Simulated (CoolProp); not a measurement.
Vapour-liquid equilibrium of propylene (1) + isobutane (2) at 204.8 K; x and y are mole fractions of (1).

Computed with CoolProp (multi-fluid Helmholtz-energy mixture model, Lemmon 2013 and Bücker 2006; pair parameters Bell 2016).

```
x     bubble pressure, mixture model (MPa)  bubble pressure, Raoult's law (MPa)  y, mixture model  y, Raoult's law
----  ------------------------------------  -----------------------------------  ----------------  ---------------
0.05                              0.007589                             0.006856             0.325            0.258
0.2                                0.01135                              0.01136             0.599            0.623
0.35                               0.01402                              0.01586             0.719            0.781
0.5                                0.01716                              0.02037             0.821            0.869
0.65                               0.02151                              0.02487             0.908            0.925
0.8                                0.02726                              0.02937             0.967            0.964
0.95                               0.03355                              0.03388             0.996            0.992
```

The largest gap from Raoult's law is -15.8 % in bubble pressure, at x = 0.5. No azeotrope shows between x = 0.05 and 0.95.

The pair parameters rest on a limited set of measurements; away from them the model extrapolates. The gap from Raoult's law changes sign with composition, which may be real or a fault of the pair parameters; it wasn't checked against measurements.
